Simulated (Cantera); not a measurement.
A perfectly stirred reactor is fed with H2 : O2 : N2 = 1.4 : 1 : 7.5 (molar parts), at 100.0 Torr; it is held at 1000 K, and followed from long to short residence time.

Computed with Cantera and the H2/O2 subset of GRI-Mech 3.0, which has no nitrogen chemistry. Radical loss at walls, strong at low pressure, is not modelled. The temperature is held fixed by assumption; the heat of reaction is taken as removed at once.

Q: Predict: x(H2) at τ = 9.20 s; x(O2) at τ = 9.20 s; x(H2O) at τ = 9.20 s; x(H) at τ = 9.20 s; x(OH) at τ = 9.20 s; x(H2) at τ = 60.0 ms; x(O2) at τ = 60.0 ms; x(H2O) at τ = 60.0 ms; x(H) at τ = 60.0 ms; x(OH) at τ = 60.0 ms.

A: 
| Item | Value |
|---|---|
| x(H2) at τ = 9.20 s | 0.000221 |
| x(O2) at τ = 9.20 s | 0.0327 |
| x(H2O) at τ = 9.20 s | 0.152 |
| x(H) at τ = 9.20 s | 7.38e-6 |
| x(OH) at τ = 9.20 s | 4.69e-5 |
| x(H2) at τ = 60.0 ms | 0.00460 |
| x(O2) at τ = 60.0 ms | 0.0348 |
| x(H2O) at τ = 60.0 ms | 0.146 |
| x(H) at τ = 60.0 ms | 0.00102 |
| x(OH) at τ = 60.0 ms | 0.000313 |
